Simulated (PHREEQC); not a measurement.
Dissolve 30 mmol/kgw Cu(NO3)2, 0.099 mmol/kgw H2SO4 and 3.1 mmol/kgw FeCl3 at 55 °C. Closed to the air; pH follows from the charge balance.

Model: ion-association model, phreeqc.dat, run in PHREEQC.

This is a speciation only: nothing precipitates in the calculation.

**Question.** Estimate the pH, ionic strength.

**Answer.** pH 2.58; ionic strength 0.102 mol/kgw.

**Question.** In which forms is Cu present?

**Answer.** Cu+2 97 %, CuCl+ 3.1 % of the Cu.

Examples of supersaturated solids here: Hematite (slow to form), Goethite (slow to form). Others may be too. Species that the database lacks are ignored. At this temperature some constants are extrapolated from 25 °C, and those without enthalpy data are left unchanged.
